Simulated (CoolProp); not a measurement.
Dry air along the isotherm 99 K: density (kg/m³) from the reference equation and from simpler models built on Tc = 132.5 K, pc = 3786 kPa, ω = 0.034; each cubic takes its own stable root.

The numbers come from the reference Helmholtz-energy equation of state, Lemmon 2000 in CoolProp. It is a pseudo-pure fit of the blend.

```csv
p (kPa),phase,reference
5.99,gas,0.2110
10.1,gas,0.3562
17,gas,0.6004
28.8,gas,1.020
48.6,gas,1.728
81.9,gas,2.933
138,gas,5.005
233,gas,8.643
394,gas,15.24
1120,liquid,776.7
1890,liquid,780.3
```

How far does each simpler model (van der Waals, Redlich-Kwong, Peng-Robinson) lie from the reference over these 11 states: mean and median of the absolute difference, and the worst?


- van der Waals: mean 5.9 %, median 0.4 %, worst -29.9 % at 99 K and 1120 kPa
- Redlich-Kwong: mean 0.3 %, median 0.1 %, worst +1.2 % at 99 K and 1890 kPa
- Peng-Robinson: mean 2.6 %, median 0.0 %, worst +14.0 % at 99 K and 1890 kPa
